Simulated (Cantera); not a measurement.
Stirred combustor or abatement burner

A perfectly stirred reactor is fed with 4.39 % C₃H₈, 20.0 % O₂, 75.1 % N₂, 0.483 % CO₂, at 140000 Pa; it is adiabatic with a 323 K inlet, and is followed from long to short residence time, starting on the burning branch (τ in s: 0.38, 0.15, 0.063, 0.025, 0.01, 0.0042, 0.0017, 0.00069, 0.00028, 0.00011, 4.6e-05, 1.9e-05).

Detailed kinetics in Cantera: GRI-Mech 3.0 (53 species, 325 reactions). GRI-Mech 3.0 was tuned for natural gas; its chemistry of propane as a main component is partial and can be far from experiment.

```tsv
τ (s)	T (K)	x C₃H₈	x O₂	x CH₂	x C₂H₂	x OH	x HO₂
0.38	2268	4.25e-8	0.000939	5.10e-8	1.22e-6	0.00211	1.96e-7
0.15	2260	1.02e-7	0.00124	1.14e-7	2.31e-6	0.00240	2.66e-7
0.063	2249	2.24e-7	0.00174	2.28e-7	3.74e-6	0.00285	3.92e-7
0.025	2229	5.00e-7	0.00263	4.45e-7	5.72e-6	0.00350	6.28e-7
0.010	2200	1.08e-6	0.00395	8.16e-7	8.27e-6	0.00431	1.02e-6
0.0042	2163	2.17e-6	0.00563	1.39e-6	1.16e-5	0.00516	1.60e-6
0.0017	2115	4.52e-6	0.00781	2.39e-6	1.69e-5	0.00600	2.52e-6
0.00069	2059	9.60e-6	0.0104	4.15e-6	2.65e-5	0.00663	3.89e-6
0.00028	1998	2.17e-5	0.0136	7.58e-6	4.74e-5	0.00687	6.13e-6
0.00011	1920	5.94e-5	0.0191	1.59e-5	0.000113	0.00631	1.16e-5
4.6e-5	323	0.0439	0.200	<1e-12	<1e-12	<1e-12	<1e-12
1.9e-5	323	0.0439	0.200	<1e-12	<1e-12	<1e-12	<1e-12
```
x: mole fraction; the columns are a selection and need not sum to one.
